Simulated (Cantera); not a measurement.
# Moist CO burnout

An isothermal, constant-pressure homogeneous reactor starts with CO : O2 : H2O : N2 = 0.0012 : 0.022 : 0.00061 : 1 (molar parts), at 1175 K and 760 Torr.

Model: GRI-Mech 3.0 (53 species, 325 reactions), integrated in Cantera.

| t (s) | x CO | x O2 | x H2O | x CO2 | x OH | x HO2 |
|---|---|---|---|---|---|---|
| 1.00e-6 | 0.00117 | 0.0215 | 0.000596 | <1e-12 | <1e-12 | <1e-12 |
| 5.34e-6 | 0.00117 | 0.0215 | 0.000596 | 4.48e-12 | <1e-12 | <1e-12 |
| 2.85e-5 | 0.00117 | 0.0215 | 0.000596 | 2.39e-11 | <1e-12 | <1e-12 |
| 0.000152 | 0.00117 | 0.0215 | 0.000596 | 1.28e-10 | 1.92e-12 | <1e-12 |
| 0.000811 | 0.00117 | 0.0215 | 0.000596 | 7.24e-10 | 3.91e-11 | 9.37e-12 |
| 0.00433 | 0.00117 | 0.0215 | 0.000596 | 8.15e-9 | 8.89e-10 | 8.00e-10 |
| 0.0231 | 0.00116 | 0.0215 | 0.000595 | 1.36e-5 | 1.44e-6 | 6.01e-7 |
| 0.123 | 0.000264 | 0.0210 | 0.000593 | 0.000909 | 3.95e-6 | 5.11e-7 |
| 0.658 | 1.28e-5 | 0.0209 | 0.000596 | 0.00116 | 1.17e-6 | 6.06e-8 |
| 3.51 | 1.94e-7 | 0.0209 | 0.000596 | 0.00117 | 3.01e-7 | 2.09e-9 |
| 18.7 | 2.55e-10 | 0.0209 | 0.000596 | 0.00117 | 1.28e-7 | 2.54e-10 |
| 100 | 7.76e-11 | 0.0209 | 0.000596 | 0.00117 | 9.18e-8 | 1.39e-10 |
x: mole fraction; the columns are a selection and need not sum to one.

Equilibrium at this temperature and pressure: CO 7.76e-11, O2 0.0209, H2O 0.000596, CO2 0.00117, OH 9.17e-8, HO2 1.38e-10 (gas phase only).
